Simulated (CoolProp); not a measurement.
Octamethyltrisiloxane (MDM) along the isobar 0.239 MPa: density (kg/m³) from the reference equation and from simpler models built on Tc = 565.4 K, pc = 1.438 MPa, ω = 0.528; each cubic takes its own stable root.

Computed with CoolProp (reference Helmholtz-energy equation of state, Thol 2017).

| T (K) | phase | reference |
|---|---|---|
| 308.4 | liquid | 805.3 |
| 338.2 | liquid | 774.7 |
| 368.1 | liquid | 742.9 |
| 398 | liquid | 709.2 |
| 427.8 | liquid | 673.1 |
| 457.7 | liquid | 632.6 |
| 487.6 | gas | 15.64 |
| 517.5 | gas | 14.34 |
| 547.3 | gas | 13.31 |

**Question.** How far does each simpler model (van der Waals, Redlich-Kwong, Soave-Redlich-Kwong, Peng-Robinson) lie from the reference over these 9 states: mean and median of the absolute difference, and the worst?

**Answer.** 
- van der Waals: mean 47.3 %, median 42.2 %, worst -97.4 % at 457.7 K and 0.239 MPa
- Redlich-Kwong: mean 19.8 %, median 15.0 %, worst -97.4 % at 457.7 K and 0.239 MPa
- Soave-Redlich-Kwong: mean 6.2 %, median 8.9 %, worst -10.2 % at 308.4 K and 0.239 MPa
- Peng-Robinson: mean 1.8 %, median 1.9 %, worst +3.2 % at 398 K and 0.239 MPa

At some of these states van der Waals, Redlich-Kwong gives the other phase, because its saturation line lies elsewhere.
